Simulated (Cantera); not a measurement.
A closed system holds: 1 mol SiCl4, 1.7 mol H2, held at 700 °C and 405 Torr.

These are equilibrium values from Cantera (NASA tables, ideal gas, pure condensed phases), not measurements of a reactor. Candidate condensed phases: Si; 19 gas species. The tables' values for SiCl3 are old estimates; treat these amounts as uncertain. Kinetics and transport are ignored.

### Question
What is the equilibrium state?

### Answer
| Item | Value |
|---|---|
| x(H2) | 0.595 |
| x(SiCl4) | 0.336 |
| x(HCl) | 0.0343 |
| x(SiHCl3) | 0.0328 |
| x(SiCl3) | 0.000705 |
| x(SiH2Cl2) | 0.000335 |
| x(SiCl2) | 4.24e-5 |
| gas amount | 2.701 mol |
| log10 activity of Si(s) (absent) | -1.87 |
